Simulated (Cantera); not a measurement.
**Reactions in the system B-F-H-N**

Source: NASA polynomial tables (part measured, part estimated), evaluated in Cantera. Values are per mole of reaction as written; species without (g) are pure solids or liquids, kept so even where they would boil at 1 bar.

2 BN + 3 H2(g) + 3 F2(g) ⇌ 2 NH3(g) + 2 BF3(g)

```json
[
 {"T (K)": "1348", "ΔH° (kJ)": "-1895.8", "ΔS° (J/K)": "-191.0", "ΔG° (kJ)": "-1638.3", "log10 K": "63.48"},
 {"T (K)": "1498", "ΔH° (kJ)": "-1898.7", "ΔS° (J/K)": "-193.1", "ΔG° (kJ)": "-1609.5", "log10 K": "56.12"},
 {"T (K)": "1648", "ΔH° (kJ)": "-1901.3", "ΔS° (J/K)": "-194.7", "ΔG° (kJ)": "-1580.4", "log10 K": "50.09"},
 {"T (K)": "1798", "ΔH° (kJ)": "-1903.6", "ΔS° (J/K)": "-196.1", "ΔG° (kJ)": "-1551.1", "log10 K": "45.06"},
 {"T (K)": "1948", "ΔH° (kJ)": "-1905.6", "ΔS° (J/K)": "-197.1", "ΔG° (kJ)": "-1521.6", "log10 K": "40.80"},
 {"T (K)": "2098", "ΔH° (kJ)": "-1907.4", "ΔS° (J/K)": "-198.0", "ΔG° (kJ)": "-1492.0", "log10 K": "37.15"},
 {"T (K)": "2248", "ΔH° (kJ)": "-1908.9", "ΔS° (J/K)": "-198.7", "ΔG° (kJ)": "-1462.2", "log10 K": "33.98"}
]
```
